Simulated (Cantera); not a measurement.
Input: 1 mol Si(CH3)4, 0.025 mol C2H4, 13 mol H2, 0.76 mol CH4, held at 1523 K and 230 Pa.

These are equilibrium values from Cantera (NASA tables, ideal gas, pure condensed phases), not measurements of a reactor. Candidate condensed phases: C, C6H6, C7H8, C8H18, Si, SiC; 87 gas species. Kinetics and transport are ignored.

Base state: H2 1.000, H 0.000482, C2H2 (acetylene) 1.18e-5 (mole fractions); condensed: C(graphite) + SiC(s).

Question: What changes in the equilibrium state with this change: Si(CH3)4 replaced by CH3SiCl3?

Answer: 
```tsv
species	before	after
H2	1.000	0.830
HCl	0	0.169
SiCl2	0	0.000893
Cl	0	7.17e-5
SiCl3	0	1.71e-5
C2H2 (acetylene)	1.18e-5	9.80e-6
H	0.000482	0.000439
C(graphite), mol	3.81	0.826
SiC(s), mol	1.000	0.984
```
The feed counts by its element totals alone. The tables' values for SiCl3 are old estimates; treat these amounts as uncertain.
